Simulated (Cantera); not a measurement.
Mixture: CH4 : H2 : O2 : N2 = 1 : 0.54 : 2.99 : 11.2 (molar parts), at 10.0 bar, adiabatic and at constant pressure. Ignition delay is the time to a rise of 400 K.

Model: GRI-Mech 3.0 (53 species, 325 reactions), integrated in Cantera.

**Question.** Predict: delay at 1175 K; delay at 1275 K; delay at 1375 K; delay at 1475 K; delay at 1575 K; delay at 1675 K; delay at 1775 K; apparent activation energy between 1575 and 1775 K.

**Answer.** 
- delay at 1175 K: 0.481 ms
- delay at 1275 K: 0.164 ms
- delay at 1375 K: 75.9 µs
- delay at 1475 K: 39.0 µs
- delay at 1575 K: 21.3 µs
- delay at 1675 K: 12.2 µs
- delay at 1775 K: 7.34 µs
- apparent activation energy between 1575 and 1775 K: 120 kJ/mol
